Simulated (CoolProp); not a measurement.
Vapour-liquid equilibrium of o-xylene (1) + n-decane (2) at 471.3 K; x and y are mole fractions of (1).

The numbers come from the multi-fluid Helmholtz-energy mixture model, Zhou 2012 and Lemmon 2006; pair parameters Bell 2016 in CoolProp.

| x | bubble pressure (kPa) | y at the bubble point | dew pressure at overall composition x (kPa) | liquid density (mol/L) |
|---|---|---|---|---|
| 0.05 | 187.7 | 0.086 | 184.3 | 4.172 |
| 0.15 | ? | 0.240 | 194.0 | 4.357 |
| 0.25 | ? | 0.374 | 204.8 | 4.557 |
| 0.35 | 236.8 | ? | ? | 4.772 |
| 0.45 | ? | 0.596 | 230.5 | 5.005 |
| 0.55 | 270.7 | 0.688 | 245.8 | 5.258 |
| 0.65 | ? | 0.770 | 263.4 | 5.533 |
| 0.75 | 305.3 | ? | 283.5 | 5.834 |
| 0.85 | 322.8 | 0.911 | 306.7 | 6.164 |
| 0.95 | 340.5 | ? | 333.9 | 6.528 |

### Question
What belongs in the gaps?

### Answer

- 0.15, bubble pressure (kPa): 203.7
- 0.25, bubble pressure (kPa): 220.1
- 0.35, y at the bubble point: 0.492
- 0.35, dew pressure at overall composition x (kPa): 216.9
- 0.45, bubble pressure (kPa): 253.6
- 0.65, bubble pressure (kPa): 287.9
- 0.75, y at the bubble point: 0.844
- 0.95, y at the bubble point: 0.972

No azeotrope shows between x = 0.05 and 0.95.

Pair parameters are fitted to limited data, so mixtures are less certain than the pure fluids.
